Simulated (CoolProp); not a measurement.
Values from CoolProp's reference Helmholtz-energy equation of state, Thol 2017.

Task: For octamethyltrisiloxane (MDM), give the phase and the cp (kJ/(kg K)), speed of sound (m/s), Joule-Thomson coefficient (K/MPa), fugacity coefficient at 535.8 K and 0.878 MPa.

Result: 
- 535.8 K and 0.878 MPa: gas; cp 2.37, speed of sound 83.4, Joule-Thomson coefficient 25.6, fugacity coefficient 0.747
